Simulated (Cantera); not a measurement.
A closed system holds: 1 mol SrCl2, 3.5 mol H2O, 13 mol H2, at 1.00 bar.

These are equilibrium values from Cantera (NASA tables, ideal gas, pure condensed phases), not measurements of a reactor. Candidate condensed phases: H2O, Sr, SrCl2, SrO, Sr(OH)2; 20 gas species. Mutual solubility and eutectic melting of coexisting phases are not modelled. Condensed phases not in the tables: oxide chlorides. Rates play no part.

log p: log10 of the partial pressure in bar; n: condensed amount in mol.

```tsv
T (K)	log p H2	log p H2O	log p SrCl2	log p HCl	log p H	log p SrCl	n SrCl2(l)	n SrO(s)
1725	-0.11	-0.69	-2.07	-2.01	-3.79	-5.13	0.775	0.0821
1775	-0.11	-0.70	-1.83	-1.91	-3.59	-4.78	0.649	0.104
1825	-0.12	-0.70	-1.62	-1.81	-3.42	-4.45	0.455	0.130
1875	-0.13	-0.72	…	-1.73	…	…	…	0.161
1925	-0.13	-0.72	-1.33	-1.70	-3.08	-3.91	0	0.172
1975	-0.13	-0.72	-1.33	-1.71	…	…	0	0.167
2025	-0.13	-0.72	-1.32	-1.72	-2.78	-3.56	0	0.162
2075	-0.13	-0.72	-1.32	-1.72	-2.64	-3.39	0	0.157
2125	-0.13	-0.72	-1.32	-1.73	-2.51	-3.24	0	0.151
```

Problem. What belongs in the gaps?

Solution. 
- 1875, log p SrCl2: -1.41
- 1875, log p H: -3.25
- 1875, log p SrCl: -4.15
- 1875, n SrCl2(l): 0.160
- 1975, log p H: -2.93
- 1975, log p SrCl: -3.73
